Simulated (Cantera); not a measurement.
# Stirred combustor or abatement burner

A perfectly stirred reactor is fed with CO : H2 : CH4 : O2 : N2 : H2O = 1 : 0.14 : 0.17 : 1.02 : 3.84 : 0.99 (molar parts), equivalence ratio 0.89, at 1.00 bar; it is adiabatic with a 600 K inlet, and is followed from long to short residence time, starting on the burning branch (τ in s: 0.2, 0.099, 0.048, 0.023, 0.011, 0.0055, 0.0027, 0.0013, 0.00063, 0.00031, 0.00015, 7.2e-05).

Model: GRI-Mech 3.0 (53 species, 325 reactions), integrated in Cantera.

| τ (s) | T (K) | x CO | x H2 | x CH4 | x C2H4 | x OH |
|---|---|---|---|---|---|---|
| 0.20 | 2199 | 0.00825 | 0.00201 | 4.86e-7 | 3.55e-12 | 0.00431 |
| 0.099 | 2194 | 0.00887 | 0.00216 | 9.24e-7 | 1.23e-11 | 0.00450 |
| 0.048 | 2183 | 0.0100 | 0.00245 | 1.73e-6 | 4.00e-11 | 0.00481 |
| 0.023 | 2164 | 0.0121 | 0.00297 | 3.11e-6 | 1.13e-10 | 0.00531 |
| 0.011 | 2133 | 0.0151 | 0.00380 | 5.39e-6 | 2.72e-10 | 0.00602 |
| 0.0055 | 2092 | 0.0190 | 0.00489 | 8.86e-6 | 5.56e-10 | 0.00682 |
| 0.0027 | 2039 | 0.0238 | 0.00631 | 1.48e-5 | 1.10e-9 | 0.00767 |
| 0.0013 | 1972 | 0.0294 | 0.00803 | 2.59e-5 | 2.26e-9 | 0.00842 |
| 0.00063 | 1893 | 0.0356 | 0.00985 | 4.70e-5 | 4.93e-9 | 0.00888 |
| 0.00031 | 1803 | 0.0432 | 0.0115 | 9.10e-5 | 1.21e-8 | 0.00884 |
| 0.00015 | 1689 | 0.0549 | 0.0124 | 0.000208 | 3.96e-8 | 0.00796 |
| 7.2e-5 | 1470 | 0.0901 | 0.0112 | 0.00104 | 4.74e-7 | 0.00427 |
x: mole fraction; the columns are a selection and need not sum to one.
